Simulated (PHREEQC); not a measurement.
A solution holds 0.17 mol/kgw FeSO4, 0.014 mol/kgw CuCl2 and 0.3 mol/kgw H2SO4, at 25 °C. Closed to the air; pH follows from the charge balance.

Equilibrium calculation in PHREEQC: ion-association model, wateq4f.dat.

- pH: 0.76
- ionic strength: 0.612 mol/kgw
- activity of water: 0.986
- total alkalinity: -600 meq/kg

| species | molality | activity | log γ |
|---|---|---|---|
| HSO4- | 0.310 | 0.202 | -0.185 |
| H+ | 0.231 | 0.175 | -0.120 |
| Fe+2 | 0.0767 | 0.0181 | -0.628 |
| SO4-2 | 0.0629 | 0.0119 | -0.723 |
| FeHSO4+ | 0.0594 | 0.0440 | -0.130 |
| FeSO4 | 0.0333 | 0.0383 | 0.061 |
| Cl- | 0.0272 | 0.0171 | -0.201 |

This is a speciation only: nothing precipitates in the calculation. Species that the database lacks are ignored.
